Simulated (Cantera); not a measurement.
An adiabatic, constant-pressure homogeneous reactor starts with CH4 : C2H6 : C3H8 : O2 : N2 : CO2 = 1 : 0.036 : 0.031 : 4.66 : 51.2 : 8.6 (molar parts), equivalence ratio 0.49, at 1750 K and 5.00 bar. Integrator tolerance rtol = 1e-08.

Cantera simulation using GRI-Mech 3.0 (53 species, 325 reactions); the numbers are that mechanism's predictions, not measurements.

| quantity | before | after |
|---|---|---|
| time of steepest temperature rise | 31.4 µs | 13.7 µs |
| temperature at 9.00 s | 2083 K | 2087 K |
| equilibrium temperature | 2083 K | 2087 K |
| x(CH4) at 9.00 s | <1e-12 (gas-phase equilibrium <1e-12) | <1e-12 (gas-phase equilibrium <1e-12) |
| x(C2H6) at 9.00 s | <1e-12 (gas-phase equilibrium <1e-12) | <1e-12 (gas-phase equilibrium <1e-12) |
| x(C3H8) at 9.00 s | <1e-12 (gas-phase equilibrium <1e-12) | <1e-12 (gas-phase equilibrium <1e-12) |
| x(C2H2) at 9.00 s | <1e-12 (gas-phase equilibrium <1e-12) | <1e-12 (gas-phase equilibrium <1e-12) |
| x(CH2) at 9.00 s | <1e-12 (gas-phase equilibrium <1e-12) | <1e-12 (gas-phase equilibrium <1e-12) |
| x(N2O) at 9.00 s | 4.79e-7 (gas-phase equilibrium 4.79e-7) | 1.01e-6 (gas-phase equilibrium 1.01e-6) |
| x(H2O) at 9.00 s | 0.0336 (gas-phase equilibrium 0.0336) | 0.0337 (gas-phase equilibrium 0.0337) |

**Question.** Which change was made?
A) C2H6 0.036 to 0.012 parts
B) initial temperature 1750 to 1023 K
C) pressure from 5.00 bar to 22.0 bar
D) O2 4.66 to 3.4 parts

**Answer.** C, pressure from 5.00 bar to 22.0 bar
